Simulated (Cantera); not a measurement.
Charge: 1 mol (CH3)2SiCl2, 0.0053 mol C2H2, 10 mol H2, equilibrated at 2475 K and 0.530 bar.

Equilibrium computed with Cantera from the NASA thermochemical tables; the gas is ideal and each condensed phase is pure. Candidate condensed phases: C, C6H6, C7H8, C8H18, Si, SiC; 109 gas species. The feed counts by its element totals alone. The tables' values for SiCl, SiCl3 are old estimates; treat these amounts as uncertain. Gases not in the tables: Si2H6 and higher silanes. Equilibrium is a limit: real reactors are often held back by kinetics, nucleation or transport.

Base state: H2 0.827, HCl 0.124, H 0.0281, C2H2 (acetylene) 0.00804, SiCl2 0.00629, Cl 0.00298, Si 0.00167, SiCl 0.000771 (mole fractions); condensed: C(graphite) + SiC(s).

Problem. What changes in the equilibrium state with this change: temperature from 2475 K to 1225 K?

Solution. 
```tsv
species	before	after
H2	0.827	0.863
HCl	0.124	0.127
CH4	5.67e-5	0.00518
H	0.0281	3.98e-7
C2H2 (acetylene)	0.00804	1.40e-7
SiCl4	1.44e-7	0.00346
Si	0.00167	<1e-9
SiCl	0.000771	<1e-9
C(graphite), mol	0.906	1.00
SiC(s), mol	0.856	0.938
```
The tables' values for SiCl3 are old estimates; treat these amounts as uncertain.
